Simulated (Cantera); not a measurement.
Feed: 1 mol SiHCl₃, 1.1 mol HCl, 21 mol N₂, held at 11.0 mbar.

Equilibrium computed with Cantera from the NASA thermochemical tables; the gas is ideal and each condensed phase is pure. Candidate condensed phases: NH₄Cl, Si, Si₃N₄; 28 gas species. N₂ is the only nitrogen source here; it is nearly inert below about 1500 K, so the nitride shown seldom forms there in practice. Rates play no part.

Over these rows the condensed part is Si₃N₄(s). Partial pressures as log10 of bar:

```
T (K)  1000/T (1/K)  log p SiCl₂  log p N₂  log p HCl  log p SiCl₄
-----  ------------  -----------  --------  ---------  -----------
1048         0.9542        -7.13     -2.01      -3.09        -3.55
1098         0.9107        -6.50     -2.01      -3.09        -3.56
1148         0.8711        -5.92     -2.01      -3.08        -3.56
1198         0.8347        -5.39     -2.01      -3.08        -3.58
1248         0.8013        -4.92     -2.01      -3.08        -3.60
1298         0.7704            ?     -2.01      -3.08        -3.64
```

Fit log p(SiCl₂) = a + b·(1000/T) to the five rows, give the apparent enthalpy, and predict the row at 1298 K.

Means: 1000/T = 0.8744, log p = -5.972. Sxy = -0.211753, Sxx = 0.0146163, so b = -14.49 and a = -5.972 − (-14.49)×0.8744 = 6.70.
Apparent enthalpy: −19.145 × (-14.49) = 277 kJ/mol. With the condensed phases at unit activity, 1/6 Si₃N₄(s) + 1/2 SiCl₄(g) = SiCl₂(g) + 1/3 N₂(g) links this pressure to the main gases: over the six rows their terms move log p by -0.05 in all, so the slope is close to that reaction's ΔH°. The five rows lie within 0.01 of the line.
Prediction at 1298 K: 6.70 + (-14.49)×0.7704 = -4.46. The computed value is -4.49, 0.03 from the line.
